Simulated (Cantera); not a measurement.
Cantera with NASA thermochemical tables; ideal gases at 1 bar, condensed phases pure. Values are per mole of reaction as written; species without (g) are pure solids or liquids, kept so even where they would boil at 1 bar. The tables' values for SiF₂ are old estimates.

Q: Between 1575 and 2475 K, where is each reaction favourable under standard conditions?
- Si + F₂(g) → SiF₂(g)
- 0.6667 C + F₂(g) → 0.6667 CF₃(g)
- Cu + F₂(g) → CuF₂(g)

A: 
- Si + F₂(g) → SiF₂(g): ΔG° is -634 kJ at 1575 K and -629 kJ at 2475 K; it stays negative (K > 1). ΔH° is -656 kJ and ΔS° -11 J/K at 2475 K.
- 0.6667 C + F₂(g) → 0.6667 CF₃(g): ΔG° is -264 kJ at 1575 K and -235 kJ at 2475 K; it stays negative (K > 1). ΔH° is -316 kJ and ΔS° -33 J/K at 2475 K.
- Cu + F₂(g) → CuF₂(g): ΔG° is -304 kJ at 1575 K and -307 kJ at 2475 K; it stays negative (K > 1). ΔH° is -303 kJ and ΔS° 2 J/K at 2475 K.
